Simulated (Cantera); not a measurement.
Input: 1 mol c-C4F8, 0.054 mol HCl, 6.3 mol H2, equilibrated at 823 K and 713 Torr.

Method: chemical equilibrium by Gibbs-energy minimisation in Cantera with the NASA 1993 tables (ideal gas, pure condensed phases). Candidate condensed phases: C, C6H6, C7H8, C8H18; 118 gas species. The feed counts by its element totals alone. Equilibrium is a limit: real reactors are often held back by kinetics, nucleation or transport.

Base state: HF 0.793, H2 0.174, CH4 0.0269, HCl 0.00536, H2F2 5.03e-5 (mole fractions); condensed: C(graphite).

Question: What changes in the equilibrium state with this change: temperature from 823 K to 973 K?

Answer: 
| species | before | after |
|---|---|---|
| HF | 0.793 | 0.777 |
| H2 | 0.174 | 0.212 |
| CH4 | 0.0269 | 0.00551 |
| H2F2 | 5.03e-5 | 2.49e-5 |
| HCl | 0.00536 | 0.00524 |
| C(graphite), mol | 3.73 | 3.94 |

Question: What changes in the equilibrium state with this change: c-C4F8 replaced by CH3Cl?

Answer: 
```json
[
 {"species": "H2", "before": "0.174", "after": "0.721"},
 {"species": "HCl", "before": "0.00536", "after": "0.143"},
 {"species": "CH4", "before": "0.0269", "after": "0.136"},
 {"species": "HF", "before": "0.793", "after": "0"},
 {"species": "H2F2", "before": "5.03e-5", "after": "0"},
 {"species": "C(graphite), mol", "before": "3.73", "after": "0"}
]
```
